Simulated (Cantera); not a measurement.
What does this Cantera script print?

```python
import numpy as np
import cantera as ct

gas_names = [...]  # 113 gases of nasa_gas.yaml made of C, H, O, Ta
cond_names = """
    C(gr) C6H6(L) C7H8(L) C8H18(L),n-octa H2O(s) H2O(L) Ta(cr) Ta(L) TaC(s) TaC(L) Ta2O5(s) Ta2O5(L)
""".split()


# ... load() reads the species with a 1 bar reference pressure and builds the phases ...
atoms = {
    'Ta(OEt)5': {'Ta': 1, 'C': 10, 'H': 25, 'O': 5},
    'CH4': {'C': 1, 'H': 4},
    'H2': {'H': 2},
}
top_T = {'C(gr)': 4500}  # K; cautious upper limits of use, not melting points


# ... equilibrate(T, P, feed) seeds the gas with the atoms and calls Mixture.equilibrate('TP', solver="vcs", rtol=1e-11, max_steps=5000) ...
results = []
feed = {'Ta(OEt)5': 1, 'CH4': 3, 'H2': 370}  # mol
P = 10000  # Pa
for T in [1823, 1923, 2023, 2123, 2223, 2323, 2423, 2523, 2623]:
    mix = equilibrate(T, P, feed)
    results.append((T, P, feed, dict(zip(mix.species_names, mix.species_moles))))

top = {s: max(r[3][s] / sum(r[3][g] for g in gas_names) for r in results) for s in gas_names}
cols = sorted((s for s in top if top[s] > 0.0001), key=lambda s: -top[s])[:5]
seen = [c for c in cond_names if any(r[3].get(c, 0) > 1e-12 for r in results)]
print("log10 of partial pressures in bar; condensed amounts in mol")
print(f"{'T/K':>10s}" + "".join(f"{s[:9]:>10s}" for s in cols + seen))
for T, P, feed, n in results:
    ng = sum(n[g] for g in gas_names)
    print(f"{T:10.4g}" + "".join(f"{np.log10(max(n[s] / ng * P / 1e5, 1e-99)):10.3f}" for s in cols)
          + "".join(f"{n.get(c, 0):10.4g}" for c in seen))
```

Output:

```
log10 of partial pressures in bar; condensed amounts in mol
       T/K        H2         H        CO C2H2,acet       C2H     C(gr)    TaC(s)
      1823    -1.006    -3.866    -2.896    -4.681    -9.557     6.808         1
      1923    -1.007    -3.529    -2.897    -4.353    -8.721     6.628         1
      2023    -1.009    -3.226    -2.897    -4.058    -7.969     6.291         1
      2123    -1.011    -2.951    -2.898    -3.792    -7.289     5.705         1
      2223    -1.016    -2.701    -2.900    -3.553    -6.671     4.753         1
      2323    -1.023    -2.474    -2.903    -3.338    -6.109     3.285         1
      2423    -1.033    -2.268    -2.908    -3.145    -5.596     1.124         1
      2523    -1.048    -2.080    -2.914    -3.077    -5.232         0         1
      2623    -1.067    -1.909    -2.924    -3.090    -4.968         0         1
```

Method: chemical equilibrium by Gibbs-energy minimisation in Cantera with the NASA 1993 tables (ideal gas, pure condensed phases). The feed counts by its element totals alone. TaC: taken at fixed stoichiometry. Condensed phases not in the tables: Ta2C.
